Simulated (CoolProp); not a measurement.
Vapour pressure (kPa) of c-C4F8 (RC318): the reference equation beside estimates from Tc = 388.4 K, pc = 2778 kPa, ω = 0.355. Clausius-Clapeyron is anchored at 307.3 K with a constant enthalpy of vaporisation of 20.00 kJ/mol.

Computed with CoolProp (reference Helmholtz-energy equation of state, Platzer 1990). This equation is an older, rougher fit; its heat capacities, sound speeds and derivatives of the liquid may be far off and weren't checked against measurements.

| T (K) | reference | Clausius-Clapeyron | van der Waals | Redlich-Kwong | Soave-Redlich-Kwong | Peng-Robinson |
|---|---|---|---|---|---|---|
| 300 | 331.4 | 342.6 | 903.7 | 529.6 | 332.6 | 329.0 |
| 307.3 | 414.5 | 414.5 | 1012 | 631.4 | 416.6 | 411.6 |
| 314.6 | 512.5 | 497.1 | 1128 | ? | 515.9 | 509.2 |
| 321.8 | 625.1 | 589.9 | 1250 | 872.3 | 630.3 | 621.8 |
| 329.1 | 757.3 | 696.2 | 1382 | 1015 | 764.7 | 754.4 |
| 336.4 | 909.2 | ? | 1523 | 1172 | 919.5 | ? |
| 343.7 | 1083 | 949.8 | 1672 | 1344 | 1096 | 1083 |
| 350.9 | 1278 | 1096 | 1827 | 1531 | 1295 | 1280 |
| 358.2 | 1501 | 1261 | 1994 | 1736 | 1521 | 1506 |
| 365.5 | 1753 | 1442 | 2169 | 1959 | 1776 | 1761 |

Task: Some entries are withheld; supply them.

Result: 
- 314.6, Redlich-Kwong: 746.0
- 336.4, Clausius-Clapeyron: 815.9
- 336.4, Peng-Robinson: 907.4

Absolute difference from the reference over all 10 rows, mean and median: Clausius-Clapeyron 9.1 and 9.2 %, van der Waals 84.1 and 75.0 %, Redlich-Kwong 33.1 and 31.5 %, Soave-Redlich-Kwong 1.0 and 1.1 %, Peng-Robinson 0.4 and 0.4 %.
